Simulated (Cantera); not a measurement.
An adiabatic, constant-pressure homogeneous reactor starts with CH₄ : O₂ : N₂ = 1 : 2.38 : 8.95 (molar parts), at 1523 K and 920000 Pa. Integrator tolerance rtol = 1e-08.

Detailed kinetics in Cantera: GRI-Mech 3.0 (53 species, 325 reactions).

Task: What does this change do: O2 2.38 to 3.3 parts?

Result: 
```tsv
quantity	before	after
time of steepest temperature rise	0.153 ms	0.105 ms
temperature at 2.00 s	2820 K	2775 K
equilibrium temperature	2820 K	2775 K
x(CH₄) at 2.00 s	<1e-12 (gas-phase equilibrium <1e-12)	<1e-12 (gas-phase equilibrium <1e-12)
x(O₂) at 2.00 s	0.0310 (gas-phase equilibrium 0.0310)	0.0865 (gas-phase equilibrium 0.0865)
x(C₂H₂) at 2.00 s	<1e-12 (gas-phase equilibrium <1e-12)	<1e-12 (gas-phase equilibrium <1e-12)
x(H₂O) at 2.00 s	0.144 (gas-phase equilibrium 0.144)	0.137 (gas-phase equilibrium 0.137)
x(H) at 2.00 s	0.00232 (gas-phase equilibrium 0.00232)	0.00137 (gas-phase equilibrium 0.00137)
x(CH₂O) at 2.00 s	4.44e-10 (gas-phase equilibrium 4.44e-10)	1.12e-10 (gas-phase equilibrium 1.12e-10)
x(CH₃) at 2.00 s	<1e-12 (gas-phase equilibrium <1e-12)	<1e-12 (gas-phase equilibrium <1e-12)
```

Task: What does this change do: initial temperature 1523 to 1450 K?

Result: 
| quantity | before | after |
|---|---|---|
| time of steepest temperature rise | 0.153 ms | 0.306 ms |
| temperature at 2.00 s | 2820 K | 2783 K |
| equilibrium temperature | 2820 K | 2783 K |
| x(CH₄) at 2.00 s | <1e-12 (gas-phase equilibrium <1e-12) | <1e-12 (gas-phase equilibrium <1e-12) |
| x(O₂) at 2.00 s | 0.0310 (gas-phase equilibrium 0.0310) | 0.0306 (gas-phase equilibrium 0.0306) |
| x(C₂H₂) at 2.00 s | <1e-12 (gas-phase equilibrium <1e-12) | <1e-12 (gas-phase equilibrium <1e-12) |
| x(H₂O) at 2.00 s | 0.144 (gas-phase equilibrium 0.144) | 0.146 (gas-phase equilibrium 0.146) |
| x(H) at 2.00 s | 0.00232 (gas-phase equilibrium 0.00232) | 0.00192 (gas-phase equilibrium 0.00192) |
| x(CH₂O) at 2.00 s | 4.44e-10 (gas-phase equilibrium 4.44e-10) | 3.51e-10 (gas-phase equilibrium 3.51e-10) |
| x(CH₃) at 2.00 s | <1e-12 (gas-phase equilibrium <1e-12) | <1e-12 (gas-phase equilibrium <1e-12) |

Task: What does this change do: pressure from 920000 Pa to 96000 Pa?

Result: 
| quantity | before | after |
|---|---|---|
| time of steepest temperature rise | 0.153 ms | 0.916 ms |
| temperature at 2.00 s | 2820 K | 2685 K |
| equilibrium temperature | 2820 K | 2685 K |
| x(CH₄) at 2.00 s | <1e-12 (gas-phase equilibrium <1e-12) | <1e-12 (gas-phase equilibrium <1e-12) |
| x(O₂) at 2.00 s | 0.0310 (gas-phase equilibrium 0.0310) | 0.0354 (gas-phase equilibrium 0.0354) |
| x(C₂H₂) at 2.00 s | <1e-12 (gas-phase equilibrium <1e-12) | <1e-12 (gas-phase equilibrium <1e-12) |
| x(H₂O) at 2.00 s | 0.144 (gas-phase equilibrium 0.144) | 0.135 (gas-phase equilibrium 0.135) |
| x(H) at 2.00 s | 0.00232 (gas-phase equilibrium 0.00232) | 0.00555 (gas-phase equilibrium 0.00555) |
| x(CH₂O) at 2.00 s | 4.44e-10 (gas-phase equilibrium 4.44e-10) | 1.02e-10 (gas-phase equilibrium 1.02e-10) |
| x(CH₃) at 2.00 s | <1e-12 (gas-phase equilibrium <1e-12) | <1e-12 (gas-phase equilibrium <1e-12) |
